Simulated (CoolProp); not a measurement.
Computed with CoolProp (reference Helmholtz-energy equation of state, de Reuck 1993).

Question: Give the vapour pressure (bar), vapour Z, liquid viscosity (µPa s) of saturated methanol at 137.05, 146.05 °C.

Answer: 
```
T (°C)  p (bar)  vapour Z  liquid viscosity (µPa s)
------  -------  --------  ------------------------
137.05     10.1     0.829                       156
146.05     12.7     0.805                       143
```

Viscosity comes from a separate model (Xiang 2006).
